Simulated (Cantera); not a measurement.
Input (Python, Cantera):

```python
import numpy as np
import cantera as ct

gas = ct.Solution("gri30.yaml")
gas.TPX = 1050, 1000000, {'CO': 1, 'H2': 0.056, 'CH4': 0.83, 'O2': 1.82, 'N2': 6.86, 'H2O': 0.3}
reactor = ct.IdealGasConstPressureReactor(gas, energy="on", clone=False)
net = ct.ReactorNet([reactor])
net.rtol, net.atol = 1e-08, 1e-16
show = ['CO', 'H2', 'CH4', 'CO2', 'C2H6']
times = np.geomspace(2e-06, 0.2, 13)

steps = ct.SolutionArray(gas, extra=["t"])
rows = []
print(f"{'t/s':>10s}{'T/K':>9s}{'P/Pa':>11s}" + "".join(f"{s:>11s}" for s in show))
for t in times:
    while net.time < t:
        t_next = net.step()
        steps.append(gas.state, t=t_next)
    rows.append([np.interp(t, steps.t, y) for y in (steps.T, steps.P, *steps(*show).X.T)])
    print(f"{t:10.3e}{rows[-1][0]:9.1f}{rows[-1][1]:11.4g}" + "".join(f"{x:11.3e}" for x in rows[-1][2:]))
rate = np.gradient(steps.T, steps.t)
print("integrator steps:", len(steps.t))
if steps.T.max() > steps.T[0] + 200:
    print(f"time of steepest temperature rise: {steps.t[rate.argmax()]:.4e} s")
gas.TPX = 1050, 1000000, {'CO': 1, 'H2': 0.056, 'CH4': 0.83, 'O2': 1.82, 'N2': 6.86, 'H2O': 0.3}
gas.equilibrate("HP")
print(f"equilibrium (HP): T = {gas.T:.1f} K  " + "  ".join(f"{s} {gas[s].X[0]:.3e}" for s in show))
```

Result:

```
       t/s      T/K       P/Pa         CO         H2        CH4        CO2       C2H6
 2.000e-06   1050.0      1e+06  9.203e-02  5.154e-03  7.639e-02  1.151e-09  3.319e-15
 5.220e-06   1050.0      1e+06  9.203e-02  5.154e-03  7.639e-02  3.116e-09  7.078e-14
 1.363e-05   1050.0      1e+06  9.203e-02  5.154e-03  7.639e-02  8.710e-09  1.347e-12
 3.557e-05   1050.0      1e+06  9.203e-02  5.154e-03  7.639e-02  2.671e-08  2.441e-11
 9.283e-05   1050.0      1e+06  9.203e-02  5.154e-03  7.638e-02  9.997e-08  4.473e-10
 2.423e-04   1050.0      1e+06  9.203e-02  5.153e-03  7.638e-02  5.059e-07  9.015e-09
 6.325e-04   1050.0      1e+06  9.203e-02  5.151e-03  7.638e-02  3.432e-06  2.077e-07
 1.651e-03   1050.4      1e+06  9.201e-02  5.139e-03  7.637e-02  2.244e-05  2.941e-06
 4.309e-03   1051.6      1e+06  9.194e-02  5.096e-03  7.631e-02  9.562e-05  1.596e-05
 1.125e-02   1056.2      1e+06  9.173e-02  4.960e-03  7.606e-02  3.642e-04  6.642e-05
 2.936e-02   1113.0      1e+06  9.038e-02  4.500e-03  7.218e-02  3.247e-03  6.139e-04
 7.662e-02   2674.5      1e+06  6.289e-02  1.489e-02  1.930e-13  1.067e-01  1.098e-25
 2.000e-01   2674.5      1e+06  6.289e-02  1.489e-02  1.930e-13  1.067e-01  1.098e-25
integrator steps: 2570
time of steepest temperature rise: 3.1496e-02 s
equilibrium (HP): T = 2674.5 K  CO 6.289e-02  H2 1.489e-02  CH4 2.286e-13  CO2 1.067e-01  C2H6 1.428e-25
```

Computed with Cantera and GRI-Mech 3.0 (53 species, 325 reactions).
